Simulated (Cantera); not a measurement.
Charge: 1 mol CuO, 0.52 mol CO, 2.6 mol H2, at 0.100 bar.

Equilibrium computed with Cantera from the NASA thermochemical tables; the gas is ideal and each condensed phase is pure. Candidate condensed phases: C, C6H6, C7H8, C8H18, Cu, CuO, Cu(OH)2, Cu2O, H2O; 113 gas species. Equilibrium is a limit: real reactors are often held back by kinetics, nucleation or transport. All values below are at 2127 °C.

Base state: H2 0.380, Cu 0.237, H2O 0.224, CO 0.113, H 0.0310, CO2 0.0113, OH 0.00336, Cu2 0.000752 (mole fractions); condensed: gas only.

Problem. What changes in the equilibrium state with this change: H2 from 2.6 to 5.8 mol?

Solution. 
| species | before | after |
|---|---|---|
| H2 | 0.380 | 0.626 |
| Cu | 0.237 | 0.133 |
| H2O | 0.224 | 0.130 |
| CO2 | 0.0113 | 0.00236 |
| CO | 0.113 | 0.0672 |
| H | 0.0310 | 0.0398 |
| O2 | 4.48e-5 | 5.55e-6 |
| CuO | 3.87e-5 | 7.66e-6 |
| Cu2 | 0.000752 | 0.000238 |
| O | 0.000184 | 6.46e-5 |
| OH | 0.00336 | 0.00152 |
